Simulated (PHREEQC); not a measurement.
**Copper plating or etch bath: an equilibrium model**

Solution (25 °C): 0.043 mol/kgw CuCl2, 0.00015 mol/kgw HCl and 5.7e-05 mol/kgw NaCl. Closed to the air; pH follows from the charge balance.

Equilibrium calculation in PHREEQC: ion-association model, phreeqc.dat.

- pH = 3.90
- ionic strength = 0.122 mol/kgw
- density = 1.002 g/cm³
- total alkalinity = -0.150 meq/kg

```
species     molality  activity   log γ
----------  --------  --------  ------
Cl-           0.0827    0.0622  -0.124
Cu+2          0.0396    0.0150  -0.422
CuCl+        0.00332   0.00251  -0.122
H+          0.000155  0.000127  -0.088
CuCl2        8.14e-5   8.37e-5   0.012
Na+          5.70e-5   4.41e-5  -0.111
Cu2(OH)2+2   1.73e-6   6.08e-7  -0.454
CuOH+        1.56e-6   1.18e-6  -0.122
CuCl3-       2.45e-8   1.85e-8  -0.122
Cu(OH)2      1.89e-8   1.94e-8   0.012
```

No solid was allowed to form.
